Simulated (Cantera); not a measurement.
An adiabatic, constant-pressure homogeneous reactor starts with CH3OH : O2 : N2 = 1 : 2.42 : 9.1 (molar parts), at 1050 K and 14300 Torr.

Model: GRI-Mech 3.0 (53 species, 325 reactions), integrated in Cantera. GRI-Mech 3.0 was tuned for natural gas; its chemistry of methanol as a main component is partial and can be far from experiment. The pressure lies above the range GRI-Mech 3.0 was tuned for (to about 10 atm).

Question: Predict: time of steepest temperature rise; temperature at 3.00 s; equilibrium temperature; x(O2) at 3.00 s; x(OH) at 3.00 s; x(CO2) at 3.00 s; x(NO) at 3.00 s; x(H2) at 3.00 s.

Answer: 
```json
{
  "time_of_steepest_temperature_rise": "19.4 ms",
  "temperature at 3.00 s": "2324 K",
  "equilibrium_temperature": "2324 K",
  "x(O2) at 3.00 s": "0.0657 (gas-phase equilibrium 0.0657)",
  "x(OH) at 3.00 s": "0.00354 (gas-phase equilibrium 0.00354)",
  "x(CO2) at 3.00 s": "0.0758 (gas-phase equilibrium 0.0758)",
  "x(NO) at 3.00 s": "0.00869 (gas-phase equilibrium 0.00869)",
  "x(H2) at 3.00 s": "0.000324 (gas-phase equilibrium 0.000324)"
}
```
